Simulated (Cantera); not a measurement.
# Adiabatic ignition

An adiabatic, constant-pressure homogeneous reactor starts with 10.8 % CH₄, 10.1 % H₂, 16.6 % O₂, 62.5 % N₂, equivalence ratio 1.6, at 1050 K and 1.00 atm.

Computed with Cantera and GRI-Mech 3.0 (53 species, 325 reactions).

```json
[
 {"t (s)": "1.00e-6", "T (K)": "1050", "x CH₄": "0.108", "x H₂": "0.101", "x O₂": "0.166", "x CH₂": "<1e-12", "x H": "3.55e-11", "x NO₂": "<1e-12", "x HCO": "<1e-12"},
 {"t (s)": "3.16e-6", "T (K)": "1050", "x CH₄": "0.108", "x H₂": "0.101", "x O₂": "0.166", "x CH₂": "<1e-12", "x H": "7.70e-11", "x NO₂": "<1e-12", "x HCO": "<1e-12"},
 {"t (s)": "1.00e-5", "T (K)": "1050", "x CH₄": "0.108", "x H₂": "0.101", "x O₂": "0.166", "x CH₂": "<1e-12", "x H": "1.26e-10", "x NO₂": "<1e-12", "x HCO": "<1e-12"},
 {"t (s)": "3.16e-5", "T (K)": "1050", "x CH₄": "0.108", "x H₂": "0.101", "x O₂": "0.166", "x CH₂": "<1e-12", "x H": "2.23e-10", "x NO₂": "<1e-12", "x HCO": "<1e-12"},
 {"t (s)": "0.000100", "T (K)": "1050", "x CH₄": "0.108", "x H₂": "0.101", "x O₂": "0.166", "x CH₂": "<1e-12", "x H": "6.39e-10", "x NO₂": "<1e-12", "x HCO": "<1e-12"},
 {"t (s)": "0.000316", "T (K)": "1050", "x CH₄": "0.108", "x H₂": "0.101", "x O₂": "0.166", "x CH₂": "<1e-12", "x H": "4.47e-9", "x NO₂": "<1e-12", "x HCO": "<1e-12"},
 {"t (s)": "0.00100", "T (K)": "1050", "x CH₄": "0.108", "x H₂": "0.101", "x O₂": "0.166", "x CH₂": "8.58e-12", "x H": "7.14e-7", "x NO₂": "<1e-12", "x HCO": "1.36e-11"},
 {"t (s)": "0.00316", "T (K)": "1080", "x CH₄": "0.104", "x H₂": "0.0997", "x O₂": "0.163", "x CH₂": "6.64e-10", "x H": "5.68e-6", "x NO₂": "<1e-12", "x HCO": "3.47e-8"},
 {"t (s)": "0.0100", "T (K)": "2455", "x CH₄": "2.11e-12", "x H₂": "0.109", "x O₂": "6.73e-5", "x CH₂": "<1e-12", "x H": "0.00677", "x NO₂": "2.49e-9", "x HCO": "8.29e-8"},
 {"t (s)": "0.0316", "T (K)": "2454", "x CH₄": "2.14e-12", "x H₂": "0.109", "x O₂": "6.64e-5", "x CH₂": "<1e-12", "x H": "0.00675", "x NO₂": "4.93e-9", "x HCO": "8.28e-8"},
 {"t (s)": "0.100", "T (K)": "2454", "x CH₄": "2.15e-12", "x H₂": "0.109", "x O₂": "6.62e-5", "x CH₂": "<1e-12", "x H": "0.00674", "x NO₂": "5.45e-9", "x HCO": "8.27e-8"}
]
```
x: mole fraction; the columns are a selection and need not sum to one.

```
Item                                                                   Value
---------------------------------  -----------------------------------------
time of steepest temperature rise                                    5.72 ms
temperature at 0.100 s                                                2454 K
equilibrium temperature                                               2454 K
x(CH₄) at 0.100 s                  2.15e-12 (gas-phase equilibrium 2.45e-12)
x(H₂) at 0.100 s                         0.109 (gas-phase equilibrium 0.109)
x(O₂) at 0.100 s                     6.62e-5 (gas-phase equilibrium 6.62e-5)
```
